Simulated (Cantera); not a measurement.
## Thermodynamics of oxide etching and cleaning by halides, feed CaO + HCl + N2

A closed system holds: 1 mol CaO, 6.8 mol HCl, 4 mol N2, equilibrated at 1200 K.

Equilibrium computed with Cantera from the NASA thermochemical tables; the gas is ideal and each condensed phase is pure. Candidate condensed phases: Ca, CaCl2, CaO, Ca(OH)2, H2O, NH4Cl; 36 gas species. Condensed phases not in the tables: oxide chlorides. Rates play no part.

```tsv
P (Pa)	x HCl	x N2	x H2O	x CaCl2	x Cl	x H2	x Cl2	x OH	n CaO(s)	n CaCl2(l)
1	0.462	0.370	0.0833	0.0833	0.00108	0.000539	5.18e-7	1.79e-6	0.100	0
5.20	0.462	0.370	0.0834	0.0834	0.000621	0.000312	8.97e-7	1.03e-6	0.0994	0
27	0.477	0.398	0.0994	0.0259	0.000365	0.000185	1.61e-6	7.01e-7	0	0.740
140	0.487	0.406	0.102	0.00499	0.000213	0.000110	2.84e-6	4.08e-7	0	0.951
720	0.489	0.408	0.102	0.000970	0.000122	6.58e-5	4.77e-6	2.33e-7	0	0.990
3700	0.490	0.408	0.102	0.000189	6.76e-5	4.15e-5	7.57e-6	1.30e-7	0	0.998
19000	0.490	0.408	0.102	3.68e-5	3.58e-5	2.89e-5	1.09e-5	6.87e-8	0	1.000
100000	0.490	0.408	0.102	6.99e-6	1.76e-5	2.27e-5	1.39e-5	3.38e-8	0	1.000
```
x: gas mole fraction; n: condensed amount in mol.

From 1.00 Pa to 5.20 Pa the condensed part is CaO(s). From 27.0 Pa to 100000 Pa the condensed part is CaCl2(l). The main Ca-bearing gas is CaCl2 throughout.
